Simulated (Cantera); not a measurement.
A Cantera script and what it prints.

```python
import numpy as np
import cantera as ct

gas_names = """
    CL CL2 H HCL H2 Si SiCL SiCL2 SiCL3 SiCL4 SiH SiHCL3 SiH2 SiH2CL2 SiH3 SiH3CL SiH4 Si2 Si3
""".split()
cond_names = """
    Si(cr) Si(L)
""".split()


# ... load() reads the species with a 1 bar reference pressure and builds the phases ...
atoms = {
    'SiHCl3': {'Si': 1, 'H': 1, 'CL': 3},
    'HCl': {'H': 1, 'CL': 1},
    'H2': {'H': 2},
}
top_T = {}  # K; cautious upper limits of use, not melting points


# ... equilibrate(T, P, feed) seeds the gas with the atoms and calls Mixture.equilibrate('TP', solver="vcs", rtol=1e-11, max_steps=5000) ...
results = []
feed = {'SiHCl3': 1, 'HCl': 0.23, 'H2': 7.3}  # mol
T = 1698  # K
P = 8900  # Pa
mix = equilibrate(T, P, feed)
results.append((T, P, feed, dict(zip(mix.species_names, mix.species_moles))))
print(gas.report(threshold=0.001))
for i in range(1, mix.n_phases):
    print(f"{mix.phase(i).name:16s} {mix.phase_moles(i):12.5e} mol")
```

It prints:

```
       temperature   1698 K
          pressure   8900 Pa
           density   0.010373 kg/m^3
  mean mol. weight   16.454 kg/kmol
   phase of matter   gas

                          1 kg             1 kmol
                     ---------------   ---------------
          enthalpy        9.9946e+05        1.6445e+07  J
   internal energy        1.4144e+05        2.3273e+06  J
           entropy             14382        2.3665e+05  J/K
    Gibbs function       -2.3422e+07       -3.8539e+08  J
 heat capacity c_p            2180.6             35880  J/K
 heat capacity c_v            1675.3             27565  J/K

                      mass frac. Y      mole frac. X     chem. pot. / RT
                     ---------------   ---------------   ---------------
               HCL           0.31118           0.14044           -36.705
                H2          0.093323           0.76168           -21.663
             SiCL2           0.55977           0.09305           -56.663
             SiCL3          0.029672         0.0036317           -82.536
     [  +15 minor]         0.0060581         0.0011918

Si(L)             7.38804e-02 mol
```

Method: chemical equilibrium by Gibbs-energy minimisation in Cantera with the NASA 1993 tables (ideal gas, pure condensed phases). The tables' values for SiCl3, SiCl are old estimates; treat these amounts as uncertain. Gases not in the tables: Si2H6 and higher silanes.
